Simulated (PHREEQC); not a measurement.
Consider water at 20 °C with 0.0033 mol HCl, 3.1e-05 mol AlCl3 and 0.00014 mol MnSO4 per kg of water. Closed to the air; pH follows from the charge balance.

Computed with PHREEQC (ion-association model, wateq4f.dat).

```csv
quantity,before,after
pH,2.51,4.89
ionic strength (mol/kgw),0.00396,0.000686
Al+3 (mol/kgw),2.68e-5,1.60e-5
AlOH+2 (mol/kgw),4.65e-8,7.75e-6
Al(OH)2+ (mol/kgw),6.19e-11,2.76e-6
SI of Gibbsite (Al(OH)3),-5.67,+1.37
SI of Boehmite (AlOOH),-6.21,+0.83
```

**Question.** Name the change that produced these shifts.
A) temperature from 20 to 70 °C
B) diluted 10-fold with water
C) HCl left out
D) MnSO4 left out

**Answer.** C, HCl left out

This is a speciation only: nothing precipitates in the calculation. Some of these states are supersaturated (in Basaluminite, Boehmite (slow to form), for instance).
